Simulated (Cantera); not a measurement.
**Hydrogen reduction and annealing atmospheres: TiO₂ + H₂**

Charge: 1 mol TiO₂, 1.6 mol H₂, held at 1 atm.

Method: chemical equilibrium by Gibbs-energy minimisation in Cantera with the NASA 1993 tables (ideal gas, pure condensed phases). Candidate condensed phases: H₂O, Ti, TiO, TiO₂, Ti₂O₃, Ti₃O₅, Ti₄O₇; 12 gas species. Mutual solubility and eutectic melting of coexisting phases are not modelled. Condensed phases not in the tables: Magnéli phases beyond Ti₄O₇. Gases not in the tables: TiO(OH)₂. Equilibrium is a limit: real reactors are often held back by kinetics, nucleation or transport.

From 1202 °C to 1602 °C the condensed part is TiO₂(rutile) + Ti₄O₇(s). From 1702 °C to 1902 °C the condensed part is Ti₄O₇(l).

| T (°C) | x H₂ | x H₂O | x H | x OH | x TiO₂ | x O | x TiO | x O₂ | n TiO₂(rutile) | n Ti₄O₇(s) | n Ti₄O₇(l) |
|---|---|---|---|---|---|---|---|---|---|---|---|
| 1202 | 0.987 | 0.0131 | 1.28e-5 | 4.46e-9 | <1e-12 | <1e-12 | <1e-12 | <1e-12 | 0.916 | 0.0210 | 0 |
| 1302 | 0.974 | 0.0264 | 4.07e-5 | 4.02e-8 | 1.04e-11 | 1.41e-12 | <1e-12 | <1e-12 | 0.831 | 0.0423 | 0 |
| 1402 | 0.951 | 0.0487 | 0.000112 | 2.79e-7 | 1.72e-10 | 2.66e-11 | 1.28e-11 | <1e-12 | 0.688 | 0.0779 | 0 |
| 1502 | 0.917 | 0.0830 | 0.000275 | 1.55e-6 | 2.05e-9 | 3.64e-10 | 1.34e-10 | 1.46e-11 | 0.469 | 0.133 | 0 |
| 1602 | 0.868 | 0.131 | 0.000607 | 7.17e-6 | 1.86e-8 | 3.79e-9 | 1.07e-9 | 2.52e-10 | 0.158 | 0.210 | 0 |
| 1702 | 0.843 | 0.156 | 0.00125 | 2.20e-5 | 1.20e-7 | 2.40e-8 | 8.07e-9 | 1.92e-9 | 0 | 0 | 0.250 |
| 1802 | 0.842 | 0.156 | 0.00243 | 5.14e-5 | 5.41e-7 | 1.06e-7 | 4.99e-8 | 8.42e-9 | 0 | 0 | 0.250 |
| 1902 | 0.840 | 0.156 | 0.00444 | 0.000111 | 2.10e-6 | 4.11e-7 | 2.58e-7 | 3.22e-8 | 0 | 0 | 0.250 |
x: gas mole fraction; n: condensed amount in mol.
